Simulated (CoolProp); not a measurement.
Vapour-liquid equilibrium of R152A (1) + n-pentane (2) at 329.5 K; x and y are mole fractions of (1).

The numbers come from the multi-fluid Helmholtz-energy mixture model, Outcalt 1996 and Thol 2019; pair parameters Bell 2016 in CoolProp.

**Question.** Give the bubble pressure and the first vapour's composition at x = 0.35, 0.425, 0.8. Is there an azeotrope?

**Answer.** x = 0.35: 0.8914 MPa, y = 0.800; x = 0.425: 0.9622 MPa, y = 0.820; x = 0.8: 1.230 MPa, y = 0.910. No azeotrope shows between x = 0.05 and 0.95.

The pair parameters rest on a limited set of measurements; away from them the model extrapolates. With so large a gap from Raoult's law the liquid may split in two, which this calculation doesn't test in full.
